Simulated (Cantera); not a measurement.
Input: 1 mol Si2H6, 9.2 mol O3, 12 mol H2, 0.065 mol Cl2, at 72.0 mbar.

Equilibrium computed with Cantera from the NASA thermochemical tables; the gas is ideal and each condensed phase is pure. Candidate condensed phases: H2O, Si, SiO2; 30 gas species. The feed counts by its element totals alone. The tables hold silica as quartz up to 1696 K and as liquid above; real silica turns to tridymite and cristobalite and melts near 1996 K. Gases not in the tables: Si(OH)4. Rates play no part.

Q: Which condensed phases are stable at each of these points (T (K)): 1200, 1250, 1300, 1350, 1400, 1450, 1500, 1550, 1600, 1650, 1700, 1750?

A: 
```csv
T (K),condensed phases,Si condensed (%)
1200,SiO2(β-quartz),100.0
1250,SiO2(β-quartz),100.0
1300,SiO2(β-quartz),100.0
1350,SiO2(β-quartz),100.0
1400,SiO2(β-quartz),100.0
1450,SiO2(β-quartz),100.0
1500,SiO2(β-quartz),100.0
1550,SiO2(β-quartz),100.0
1600,SiO2(β-quartz),100.0
1650,SiO2(β-quartz),100.0
1700,SiO2(condensed),100.0
1750,SiO2(condensed),100.0
```

From 1200 K to 1650 K the condensed part is SiO2(β-quartz). From 1700 K to 1750 K the condensed part is SiO2(condensed).
